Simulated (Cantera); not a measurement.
Input (Python, Cantera) and output of one run.

```python
import numpy as np
import cantera as ct

gas_names = """
    N N2 Pb Pb2
""".split()
cond_names = """
    Pb(cr) Pb(L)
""".split()


# ... load() reads the species with a 1 bar reference pressure and builds the phases ...
atoms = {
    'Pb': {'Pb': 1},
    'N2': {'N': 2},
}
top_T = {}  # K; cautious upper limits of use, not melting points


# ... equilibrate(T, P, feed) seeds the gas with the atoms and calls Mixture.equilibrate('TP', solver="vcs", rtol=1e-11, max_steps=5000) ...
results = []
feed = {'Pb': 1, 'N2': 3.5}  # mol
P = 58000  # Pa
for T in [523, 623, 723, 823, 923, 1023, 1123, 1223, 1323, 1423, 1523, 1623]:
    mix = equilibrate(T, P, feed)
    results.append((T, P, feed, dict(zip(mix.species_names, mix.species_moles))))

top = {s: max(r[3][s] / sum(r[3][g] for g in gas_names) for r in results) for s in gas_names}
cols = sorted((s for s in top if top[s] > 1e-05), key=lambda s: -top[s])[:7]
seen = [c for c in cond_names if any(r[3].get(c, 0) > 1e-12 for r in results)]
print("log10 of partial pressures in bar; condensed amounts in mol")
print(f"{'T/K':>10s}" + "".join(f"{s[:9]:>10s}" for s in cols + seen))
for T, P, feed, n in results:
    ng = sum(n[g] for g in gas_names)
    print(f"{T:10.4g}" + "".join(f"{np.log10(max(n[s] / ng * P / 1e5, 1e-99)):10.3f}" for s in cols)
          + "".join(f"{n.get(c, 0):10.4g}" for c in seen))
```

It prints:

```
log10 of partial pressures in bar; condensed amounts in mol
       T/K        N2        Pb       Pb2    Pb(cr)     Pb(L)
       523    -0.237   -13.765   -25.416         1         0
       623    -0.237   -10.683   -20.195         0         1
       723    -0.237    -8.509   -16.534         0         1
       823    -0.237    -6.872   -13.782         0         1
       923    -0.237    -5.596   -11.641         0         1
      1023    -0.237    -4.574    -9.930         0    0.9998
      1123    -0.237    -3.738    -8.533         0    0.9989
      1223    -0.237    -3.042    -7.371         0    0.9945
      1323    -0.239    -2.454    -6.391         0    0.9786
      1423    -0.245    -1.951    -5.553         0     0.931
      1523    -0.260    -1.515    -4.830         0    0.8052
      1623    -0.295    -1.134    -4.200         0    0.4922
```

Cantera equilibrium calculation (NASA polynomials, part measured and part estimated; ideal gas, pure solids and liquids).
